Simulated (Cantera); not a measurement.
## Thermodynamics of boron, boron nitride and boron oxide, feed B + H₂O + H₂

Charge: 1 mol B, 0.15 mol H₂O, 1.4 mol H₂, held at 13.3 mbar.

Equilibrium computed with Cantera from the NASA thermochemical tables; the gas is ideal and each condensed phase is pure. Candidate condensed phases: B, B₂O₃, B₃O₃H₃, H₂O; 23 gas species. Mutual solubility and eutectic melting of coexisting phases are not modelled. The tables' values for BH₂ are old estimates; treat these amounts as uncertain. Equilibrium is a limit: real reactors are often held back by kinetics, nucleation or transport.

```
T (K)   x H₂     x HBO    x B₂O₂      x BO       x H  n B(s)  n B₂O₃(l)
-----  -----  --------  --------  --------  --------  ------  ---------
850    0.999   9.03e-8  1.47e-12    <1e-12  1.77e-10   0.899     0.0491
950    0.999   2.09e-6  3.59e-10    <1e-12   4.82e-9   0.899     0.0490
1050   0.999   2.62e-5   2.99e-8  1.13e-10   7.02e-8   0.899     0.0489
1150   0.999  0.000208   1.12e-6   6.53e-9   6.46e-7   0.899     0.0487
1250   0.998   0.00117   2.31e-5   1.94e-7   4.18e-6   0.898     0.0481
1350   0.994   0.00503  0.000299   3.44e-6   2.06e-5   0.896     0.0457
1450   0.978    0.0175   0.00268   4.07e-5   8.10e-5   0.887     0.0355
1550   0.932    0.0468    0.0154  0.000321  0.000263   0.858          0
1650   0.927    0.0531    0.0157  0.000923  0.000757   0.854          0
1750   0.923    0.0570    0.0147   0.00225   0.00193   0.852          0
1850   0.918    0.0589    0.0131   0.00484   0.00447   0.851          0
```
x: gas mole fraction; n: condensed amount in mol.

From 850 K to 1450 K the condensed part is B(s) + B₂O₃(l). From 1550 K to 1850 K the condensed part is B(s). The main B-bearing gas is B₃O₃H₃ at 850 K and HBO at 1850 K.
